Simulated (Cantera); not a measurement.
Charge: 1 mol AlCl₃, 7.6 mol H₂O, 6.8 mol H₂, held at 1773 K and 13300 Pa.

Method: chemical equilibrium by Gibbs-energy minimisation in Cantera with the NASA 1993 tables (ideal gas, pure condensed phases). Candidate condensed phases: Al, AlCl₃, Al₂O₃, H₂O; 29 gas species. Gases not in the tables: Al(OH)₃. Equilibrium is a limit: real reactors are often held back by kinetics, nucleation or transport.

Base state: H₂ 0.427, H₂O 0.383, HCl 0.188, H 0.000509, Cl 0.000173, OH 2.83e-5 (mole fractions); condensed: Al₂O₃(s).

Problem. What changes in the equilibrium state with this change: pressure from 13300 Pa to 1330 Pa?

Solution. 
| species | before | after |
|---|---|---|
| H₂ | 0.427 | 0.427 |
| H₂O | 0.383 | 0.383 |
| HCl | 0.188 | 0.188 |
| H | 0.000509 | 0.00161 |
| OH | 2.83e-5 | 8.96e-5 |
| Cl | 0.000173 | 0.000545 |
| Al₂O₃(s), mol | 0.500 | 0.500 |
